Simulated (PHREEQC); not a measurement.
Make-up at 25 °C: 1 mmol/kgw HCl, 0.43 mmol/kgw LiCl and 0.24 mmol/kgw NiSO4. Closed to the air; pH follows from the charge balance.

The numbers come from PHREEQC with the ion-association model, wateq4f.dat.

This is a speciation only: nothing precipitates in the calculation.

Q: Order these S species by the share of S that they hold, largest first: SO4-2, NiSO4, LiSO4-, HSO4-.

A: SO4-2 (90 %), HSO4- (7.0 %), NiSO4 (2.7 %), LiSO4- (0.14 %)

The pH is 3.03 and the ionic strength 0.00233 mol/kgw. Species that the database lacks are ignored.
